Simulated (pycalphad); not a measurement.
All values are pycalphad results on the COST 507 light-alloy database (1999) (1 atm), not direct measurements. The data set is of 1999 and partly superseded. Amounts are mole fractions of atoms.

**Question.** Give the equilibrium state of Mg-24.3Si (at.%) at 875 K.

**Answer.** MG2SI, fraction 0.729, with 33.3 Si at.%; hcp, fraction 0.271, with <0.01 Si at.%.

**Question.** Give the equilibrium state of Mg-24.3Si (at.%) at 1250 K.

**Answer.** 
```
T = 1250.00 K, P = 101325 Pa, N = 1 mol of atoms
G = -72547 J/mol, H = 19135 J/mol, S = 73.35 J/(mol K)  (SER reference)
chemical potentials (J/mol): Mg -69892, Si -80819
phase             fraction      x(Mg)      x(Si)
LIQUID              0.5290     0.8374     0.1626
MG2SI               0.4710     0.6667     0.3333
```

Database names, with the compositions (at.%) that they take in these runs: MG2SI: Mg 67 Si 33.
